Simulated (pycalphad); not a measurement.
CALPHAD calculation (pycalphad, COST 507 light-alloy database (1999)), 1 atm. The database dates from 1999; later assessments differ in places, in temperatures and in the compounds included. Kinetics are ignored, which matters at the lower temperatures.

Q: How does the equilibrium phase assembly of Ti-3.936Hf-0.1788B (wt.%) change on cooling from 2577 °C to 227 °C?

A: 
| T (°C) | phases above | phases below |
|---|---|---|
| 1648.1 | liquid | bcc + liquid |
| 1541.1 | bcc + liquid | bcc + BM |
| 875.0 | bcc + BM | bcc + BM + hcp |
| 872.4 | bcc + BM + hcp | BM + hcp |
Changes were sought between steps of 50 K, so a narrower field can be missed.

Database names, with the compositions (at.%) that they take in these runs: BM: Ti 50 B 50.
